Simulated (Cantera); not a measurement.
A perfectly stirred reactor is fed with NO : N2 = 1 : 2.4 (molar parts), at 20.0 Torr; it is held at 2125 K, and followed from long to short residence time.

Model: GRI-Mech 3.0 (53 species, 325 reactions), integrated in Cantera. Radical loss at walls, strong at low pressure, is not modelled.

x: mole fraction; the columns are a selection and need not sum to one.

```csv
τ (s),x NO,x N2O,x N2,x O2,x NO2
17,0.0436,5.78e-7,0.830,0.123,7.72e-6
6.3,0.0844,2.07e-6,0.809,0.103,1.36e-5
2.4,0.154,7.33e-6,0.775,0.0684,2.02e-5
0.88,(withheld),(withheld),0.735,(withheld),2.00e-5
0.33,0.275,2.95e-5,0.715,0.00861,1.36e-5
0.12,0.289,3.43e-5,0.708,(withheld),(withheld)
0.046,0.293,3.47e-5,0.706,0.000443,4.97e-6
0.017,0.294,3.02e-5,0.706,6.45e-5,2.17e-6
0.0064,0.294,2.08e-5,0.706,8.04e-6,7.16e-7
0.0024,0.294,1.12e-5,0.706,9.54e-7,1.91e-7
```

Q: What belongs in the gaps?

A: 
- 0.88, x NO: 0.234
- 0.88, x N2O: 1.91e-5
- 0.88, x O2: 0.0289
- 0.12, x O2: 0.00210
- 0.12, x NO2: 8.50e-6
